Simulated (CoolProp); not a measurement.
Oxygen along the isobar 77.5 bar: density (kg/m³) from the reference equation and from simpler models built on Tc = 154.6 K, pc = 50.46 bar, ω = 0.022; each cubic takes its own stable root.

Values from CoolProp's reference Helmholtz-energy equation of state, Schmidt 1985.

| T (K) | phase | reference | van der Waals | Redlich-Kwong | Soave-Redlich-Kwong | Peng-Robinson |
|---|---|---|---|---|---|---|
| 91.3 | liquid | 1152 | 802.9 | 1167 | 1155 | 1301 |
| 104.3 | liquid | 1090 | 764.6 | 1096 | 1088 | 1226 |
| 117.2 | liquid | 1022 | 721.9 | 1014 | 1009 | 1139 |
| 130.2 | liquid | 943.8 | 672.4 | 917.7 | 915.8 | 1032 |
| 143.2 | liquid | 847.9 | 612.6 | 798.8 | 798.8 | 896.1 |
| 156.2 | supercritical | 707.0 | 533.3 | 636.1 | 635.9 | 703.7 |
| 169.2 | supercritical | 406.9 | 408.7 | 385.8 | 381.5 | 408.1 |
| 182.2 | supercritical | 260.3 | 276.8 | 258.4 | 255.5 | 269.9 |
| 195.2 | supercritical | 209.5 | 219.7 | 209.3 | 206.9 | 216.9 |
| 208.2 | supercritical | 180.5 | 188.2 | 180.8 | 178.5 | 186.2 |
| 221.2 | supercritical | 160.7 | 167.0 | 161.2 | 159.1 | 165.2 |
| 234.2 | supercritical | 145.9 | 151.3 | 146.5 | 144.5 | 149.5 |
| 247.2 | supercritical | 134.3 | 138.9 | 134.8 | 132.9 | 137.2 |
| 260.2 | supercritical | 124.7 | 128.8 | 125.3 | 123.5 | 127.2 |
| 273.2 | supercritical | 116.7 | 120.3 | 117.3 | 115.6 | 118.8 |
| 286.1 | supercritical | 109.9 | 113.1 | 110.5 | 108.9 | 111.7 |
